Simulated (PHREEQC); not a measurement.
Consider water at 25 °C with 0.054 mol/kgw KOH, 0.00039 mol/kgw H4SiO4 and 0.057 mol/kgw KH2PO4. Closed to the air; pH follows from the charge balance.

The numbers come from PHREEQC with the ion-association model, phreeqc.dat.

### Question
The ionic strength comes out as 0.158 mol/kgw. What activity coefficients do H2PO4-, KHPO4-, HPO4-2, OH-, H3SiO4- get?

### Answer
H2PO4- 0.76, KHPO4- 0.76, HPO4-2 0.32, OH- 0.73, H3SiO4- 0.74.

Precipitation was switched off in this run. Saturation is exceeded, for instance for Quartz (slow to form), Chalcedony (slow to form); the values hold only as long as no solid forms. Species that the database lacks are ignored.
